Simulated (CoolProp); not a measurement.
Computed with CoolProp (reference Helmholtz-energy equation of state, Lemmon 2006). It is a short technical equation, of lower accuracy than the large ones.

**Question.** Give the vapour pressure (MPa), liquid density (kg/m³), enthalpy of vaporisation (kJ/kg), vapour viscosity (µPa s) of saturated n-nonane at 145.95 °C.

**Answer.** 
| T (°C) | p (MPa) | liquid density (kg/m³) | enthalpy of vaporisation (kJ/kg) | vapour viscosity (µPa s) |
|---|---|---|---|---|
| 145.95 | 0.0890 | 613 | 292 | 7.49 |

Viscosity comes from a separate model (Huber 2004).
